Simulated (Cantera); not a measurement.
# Adiabatic ignition

An adiabatic, constant-volume homogeneous reactor starts with 12.1 % CH4, 10.1 % O2, 77.8 % N2, equivalence ratio 2.4, at 1300 K and 100000 Pa.

Detailed kinetics in Cantera: GRI-Mech 3.0 (53 species, 325 reactions).

| t (s) | T (K) | P (bar) | x CH4 | x O2 | x C2H | x C2H4 | x NO | x O |
|---|---|---|---|---|---|---|---|---|
| 3.00e-6 | 1300 | 1.00 | 0.121 | 0.101 | <1e-12 | <1e-12 | <1e-12 | 3.04e-11 |
| 8.55e-6 | 1300 | 1.00 | 0.121 | 0.101 | <1e-12 | <1e-12 | <1e-12 | 3.53e-11 |
| 2.44e-5 | 1300 | 1.000 | 0.121 | 0.101 | <1e-12 | <1e-12 | <1e-12 | 4.64e-11 |
| 6.95e-5 | 1300 | 1.000 | 0.121 | 0.101 | <1e-12 | 3.84e-12 | <1e-12 | 8.19e-11 |
| 0.000198 | 1300 | 1.000 | 0.121 | 0.101 | <1e-12 | 1.37e-10 | <1e-12 | 2.20e-10 |
| 0.000564 | 1300 | 1.000 | 0.121 | 0.101 | <1e-12 | 6.95e-9 | <1e-12 | 8.73e-10 |
| 0.00161 | 1300 | 1.00 | 0.121 | 0.101 | <1e-12 | 2.60e-7 | <1e-12 | 2.52e-9 |
| 0.00458 | 1301 | 1.00 | 0.121 | 0.101 | <1e-12 | 2.58e-6 | <1e-12 | 3.79e-9 |
| 0.0131 | 1305 | 1.00 | 0.120 | 0.100 | <1e-12 | 2.37e-5 | <1e-12 | 8.21e-9 |
| 0.0372 | 2095 | 1.80 | 0.00205 | 6.00e-8 | 1.72e-6 | 1.77e-5 | 8.48e-6 | 2.01e-7 |
| 0.106 | 2077 | 1.82 | 2.90e-8 | 2.46e-8 | 1.43e-12 | 1.38e-11 | 3.61e-5 | 1.38e-7 |
| 0.302 | 2078 | 1.82 | 4.80e-10 | 2.48e-8 | <1e-12 | <1e-12 | 9.49e-6 | 1.39e-7 |
| 0.862 | 2078 | 1.82 | 4.54e-10 | 2.48e-8 | <1e-12 | <1e-12 | 3.86e-6 | 1.39e-7 |
| 2.46 | 2078 | 1.82 | 4.52e-10 | 2.48e-8 | <1e-12 | <1e-12 | 3.03e-6 | 1.39e-7 |
| 7.00 | 2078 | 1.82 | 4.52e-10 | 2.48e-8 | <1e-12 | <1e-12 | 3.02e-6 | 1.39e-7 |
x: mole fraction; the columns are a selection and need not sum to one.

```yaml
time_of_steepest_temperature_rise: 35.6 ms
temperature at 7.00 s: 2078 K
equilibrium_temperature: 2078 K
x(CH4) at 7.00 s: 4.52e-10 (gas-phase equilibrium 5.22e-10)
x(O2) at 7.00 s: 2.48e-8 (gas-phase equilibrium 2.48e-8)
x(C2H) at 7.00 s: <1e-12 (gas-phase equilibrium <1e-12)
```
